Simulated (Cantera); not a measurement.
Mixture: H₂ : O₂ : N₂ : NO = 1 : 0.51 : 1.92 : 0.0045 (molar parts), at 1000000 Pa, adiabatic and at constant pressure. Ignition delay is the time to a rise of 400 K.

Detailed kinetics in Cantera: GRI-Mech 3.0 (53 species, 325 reactions). The hydrogen kinetics of GRI-Mech 3.0 are dated; newer H2 mechanisms differ, most at raised pressure. The mechanism lacks 2 NO + O2 → 2 NO2 and HONO, so NO2 and the effect of NO are under-described below about 1400 K. Where the delays flatten at high temperature, the 400 K rule measures the pace of heat release, not the induction time.

Predict: delay at 1273 K; delay at 1348 K; delay at 1423 K; delay at 1498 K; delay at 1573 K; delay at 1648 K; apparent activation energy between 1498 and 1648 K.


* **delay at 1273 K**: 6.05 µs
* **delay at 1348 K**: 3.16 µs
* **delay at 1423 K**: 2.04 µs
* **delay at 1498 K**: 1.48 µs
* **delay at 1573 K**: 1.14 µs
* **delay at 1648 K**: 0.925 µs
* **apparent activation energy between 1498 and 1648 K**: 64 kJ/mol
